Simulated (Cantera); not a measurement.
An isothermal, constant-pressure homogeneous reactor starts with 42.9 % H2, 28.6 % O2, 28.6 % N2, at 1100 K and 0.570 bar.

Computed with Cantera and the H2/O2 subset of GRI-Mech 3.0, which has no nitrogen chemistry. The temperature is held fixed by assumption; the heat of reaction is taken as removed at once.

x: mole fraction; the columns are a selection and need not sum to one.

```
t (s)         x H2    x O2       x H     x OH  x H2O
--------  --------  ------  --------  -------  -----
0.000100    0.0972   0.136    0.0315        ?  0.388
0.000224    0.0161  0.0979  0.000358        ?  0.524
0.000502   0.00991  0.0953   3.24e-5        ?  0.533
0.00112    0.00821  0.0946   6.92e-6        ?  0.535
0.00252    0.00661  0.0938   4.75e-6        ?  0.537
0.00564    0.00444  0.0929   2.57e-6        ?  0.540
0.0126     0.00234  0.0919   9.67e-7        ?  0.542
0.0283    0.000962  0.0913   2.41e-7        ?  0.544
0.0634    0.000333  0.0911   4.51e-8        ?  0.545
0.142      9.91e-5  0.0910   7.66e-9        ?  0.545
0.318      2.08e-5  0.0909   1.13e-9        ?  0.545
0.712      1.52e-6  0.0909  7.87e-11        ?  0.545
1.59       5.52e-9  0.0909  1.92e-12        ?  0.545
3.57       3.23e-9  0.0909  1.90e-12  1.43e-6  0.545
8.00       3.18e-9  0.0909  1.94e-12  1.49e-6  0.545
```

Problem. What belongs in the gaps?

Solution. 
- 0.000100, x OH: 0.00570
- 0.000224, x OH: 0.000451
- 0.000502, x OH: 6.97e-5
- 0.00112, x OH: 1.76e-5
- 0.00252, x OH: 1.48e-5
- 0.00564, x OH: 1.15e-5
- 0.0126, x OH: 7.87e-6
- 0.0283, x OH: 4.56e-6
- 0.0634, x OH: 2.34e-6
- 0.142, x OH: 1.25e-6
- 0.318, x OH: 8.04e-7
- 0.712, x OH: 7.23e-7
- 1.59, x OH: 1.08e-6
